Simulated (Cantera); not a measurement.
A perfectly stirred reactor is fed with CH₄ : CO₂ : H₂ = 1 : 4.2 : 0.64 (molar parts), at 5.00 bar; it is held at 1350 K, and followed from long to short residence time.

Model: GRI-Mech 3.0 (53 species, 325 reactions), integrated in Cantera.

One state of this run: x CH₄ = 0.169; x CO₂ = 0.706; x H₂ = 0.100; x CH₂ = 6.84e-12; x HCO = 3.78e-11; x CO = 0.0119; x CH₂CO = 7.33e-8. x: mole fraction; the columns are a selection and need not sum to one.

### Question
Which value of τ (s) does it belong to?
A) 0.50
B) 3.3
C) 0.19
D) 8.6

### Answer
C, 0.19
